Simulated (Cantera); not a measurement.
Charge: 1 mol Si, 0.72 mol Br2, 29 mol H2, equilibrated at 600 K and 10000 Pa.

These are equilibrium values from Cantera (NASA tables, ideal gas, pure condensed phases), not measurements of a reactor. Candidate condensed phases: Br2, Si; 19 gas species. Rates play no part.

Base state: H2 0.987, SiBr4 0.0113, SiHBr3 0.00124, HBr 0.000125, SiH2Br2 6.27e-5 (mole fractions); condensed: Si(s).

What changes in the equilibrium state with this change: Br2 from 0.72 to 0.53 mol?


```tsv
species	before	after
H2	0.987	0.991
SiBr4	0.0113	0.00826
SiHBr3	0.00124	0.000983
SiH2Br2	6.27e-5	5.38e-5
HBr	0.000125	0.000116
Si(s), mol	0.631	0.728
```

What changes in the equilibrium state with this change: temperature from 600 K to 1500 K?


| species | before | after |
|---|---|---|
| H2 | 0.987 | 0.956 |
| HBr | 0.000125 | 0.0399 |
| SiBr2 | 3.00e-9 | 0.00407 |
| SiBr4 | 0.0113 | 3.74e-6 |
| Br | <1e-9 | 0.000229 |
| H | <1e-9 | 5.44e-5 |
| Si(s), mol | 0.631 | 0.877 |
The tables' values for SiBr3 are old estimates; treat these amounts as uncertain.
